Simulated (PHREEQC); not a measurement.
# Acid mine or pickling water: an equilibrium model

A made-up water analysis in mg/L, 25 °C, pH 4.13, pe 8.2: Na 318; K 182; Ca 239; Mg 47.7; Cl 352; S(6) as SO4 1210; Cu(2) 0.388.

Valence states are taken as typed.

The numbers come from PHREEQC with the ion-association model, phreeqc.dat.

This is a speciation only: nothing precipitates in the calculation.

Task: Estimate the ionic strength.

Result: ionic strength 0.0449 mol/kgw.

Task: In which forms is Ca present?

Result: Ca+2 72 %, CaSO4 28 % of the Ca.
